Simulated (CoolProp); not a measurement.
Saturation properties of n-pentane (Tc = 469.7 K, pc = 3368 kPa, ω = 0.251).

Values from CoolProp's reference Helmholtz-energy equation of state, Thol 2019.

```json
[
 {"T (K)": "358.2", "p (kPa)": "417.5", "liquid density (kg/m³)": "555.8", "enthalpy of vaporisation (kJ/kg)": "313.0", "vapour Z": "0.8811", "liquid viscosity (µPa s)": "98.6", "vapour viscosity (µPa s)": "7.76"},
 {"T (K)": "366.7", "p (kPa)": "511.7", "liquid density (kg/m³)": "545.3", "enthalpy of vaporisation (kJ/kg)": "303.8", "vapour Z": "0.8631", "liquid viscosity (µPa s)": "90.4", "vapour viscosity (µPa s)": "7.88"},
 {"T (K)": "375.3", "p (kPa)": "622.2", "liquid density (kg/m³)": "534.3", "enthalpy of vaporisation (kJ/kg)": "294.0", "vapour Z": "0.8431", "liquid viscosity (µPa s)": "82.6", "vapour viscosity (µPa s)": "8.01"},
 {"T (K)": "383.9", "p (kPa)": "749.7", "liquid density (kg/m³)": "522.7", "enthalpy of vaporisation (kJ/kg)": "283.5", "vapour Z": "0.8212", "liquid viscosity (µPa s)": "75.3", "vapour viscosity (µPa s)": "8.13"},
 {"T (K)": "392.5", "p (kPa)": "895.6", "liquid density (kg/m³)": "510.6", "enthalpy of vaporisation (kJ/kg)": "272.2", "vapour Z": "0.7972", "liquid viscosity (µPa s)": "68.5", "vapour viscosity (µPa s)": "8.25"},
 {"T (K)": "401.1", "p (kPa)": "1062", "liquid density (kg/m³)": "497.7", "enthalpy of vaporisation (kJ/kg)": "260.1", "vapour Z": "0.7710", "liquid viscosity (µPa s)": "62.1", "vapour viscosity (µPa s)": "8.37"},
 {"T (K)": "409.7", "p (kPa)": "1250", "liquid density (kg/m³)": "483.9", "enthalpy of vaporisation (kJ/kg)": "246.9", "vapour Z": "0.7423", "liquid viscosity (µPa s)": "56.0", "vapour viscosity (µPa s)": "8.49"},
 {"T (K)": "418.3", "p (kPa)": "1461", "liquid density (kg/m³)": "469.1", "enthalpy of vaporisation (kJ/kg)": "232.4", "vapour Z": "0.7107", "liquid viscosity (µPa s)": "50.2", "vapour viscosity (µPa s)": "8.63"},
 {"T (K)": "426.8", "p (kPa)": "1696", "liquid density (kg/m³)": "452.9", "enthalpy of vaporisation (kJ/kg)": "216.5", "vapour Z": "0.6759", "liquid viscosity (µPa s)": "44.7", "vapour viscosity (µPa s)": "8.79"},
 {"T (K)": "435.4", "p (kPa)": "1961", "liquid density (kg/m³)": "434.7", "enthalpy of vaporisation (kJ/kg)": "198.2", "vapour Z": "0.6363", "liquid viscosity (µPa s)": "39.3", "vapour viscosity (µPa s)": "9.00"}
]
```

It boils at 309.2 K under 1 atm.

Viscosity comes from a separate model (Quiñones-Cisneros 2006), older than the equation that it now runs on, and unchecked against measurements.
